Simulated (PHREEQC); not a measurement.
A solution holds 0.027 mol/kgw NaH2PO4 and 0.00085 mol/kgw NaOH, at 65 °C. Closed to the air; pH follows from the charge balance.

All values are PHREEQC results (ion-association model, phreeqc.dat), not measurements.

```
quantity                  before   after
------------------------  ------  ------
pH                          5.41    5.14
ionic strength (mol/kgw)  0.0287  0.0279
```

Question: What was changed between the two runs?
A) NaOH from 0.00085 to 0.000425 mol/kgw
B) temperature from 65 to 50 °C
C) NaOH left out
D) 0.0036 mol/kgw KOH added
E) temperature from 65 to 10 °C

Answer: A, NaOH from 0.00085 to 0.000425 mol/kgw

This is a speciation only: nothing precipitates in the calculation. Constants without temperature data keep their 25 °C values here.
